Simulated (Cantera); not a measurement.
# SiCl4 + HCl + H2 (chlorosilane synthesis and conversion)

Input: 1 mol SiCl4, 1.2 mol HCl, a varied amount of H2, held at 550 K and 0.770 bar.

Equilibrium computed with Cantera from the NASA thermochemical tables; the gas is ideal and each condensed phase is pure. Candidate condensed phases: Si; 19 gas species. Rates play no part.

| n(H2) (mol) | log p H2 | log p HCl | log p SiCl4 | log p SiHCl3 |
|---|---|---|---|---|
| 0.26 | -1.09 | -0.43 | -0.50 | -6.29 |
| 0.36 | -0.97 | -0.44 | -0.52 | -6.17 |
| 0.5 | -0.85 | -0.47 | -0.54 | -6.05 |
| 0.69 | -0.74 | -0.50 | -0.57 | -5.94 |
| 0.96 | -0.63 | -0.53 | -0.61 | -5.83 |
| 1.3 | -0.54 | -0.58 | -0.66 | -5.74 |
| 1.8 | -0.46 | -0.64 | -0.72 | -5.66 |
| 2.6 | -0.38 | -0.72 | -0.79 | -5.58 |
| 3.5 | -0.33 | -0.79 | -0.87 | -5.53 |
| 4.9 | -0.27 | -0.89 | -0.96 | -5.47 |
| 6.8 | -0.24 | -0.99 | -1.07 | -5.44 |
| 9.4 | -0.20 | -1.10 | -1.18 | -5.40 |
| 13 | -0.18 | -1.22 | -1.30 | -5.38 |
log p: log10 of the partial pressure in bar; nothing condenses.

From 0.26 mol H2 to 13 mol H2 nothing is condensed. The main Si-bearing gas is SiCl4 throughout.
